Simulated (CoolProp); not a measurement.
Saturation properties of ethylbenzene (Tc = 617.1 K, pc = 3622 kPa, ω = 0.304).

The numbers come from the reference Helmholtz-energy equation of state, Zhou 2012 in CoolProp.

```tsv
T (K)	p (kPa)	liquid density (kg/m³)	enthalpy of vaporisation (kJ/kg)	liquid cp (kJ/(kg K))	surface tension (mN/m)
383	47.17	785.8	351.0	2.042	19.6
388.3	55.57	780.8	347.9	2.062	19.0
393.7	65.32	775.6	344.8	2.082	18.5
399.1	76.38	770.3	341.5	2.103	17.9
404.5	88.88	765.1	338.3	2.123	17.4
409.9	102.9	759.7	334.9	2.144	16.9
415.3	118.7	754.3	331.6	2.164	16.3
420.6	135.9	749.0	328.2	2.184	15.8
426	155.4	743.5	324.7	2.205	15.3
431.4	177.0	737.9	321.2	2.226	14.7
436.8	200.8	732.2	317.6	2.247	14.2
442.2	227.1	726.5	313.9	2.268	13.7
447.6	255.9	720.7	310.2	2.290	13.2
453	287.4	714.8	306.4	2.311	12.7
```

It boils at 409.3 K under 1 atm.

Surface tension comes from a separate correlation (Mulero 2014).
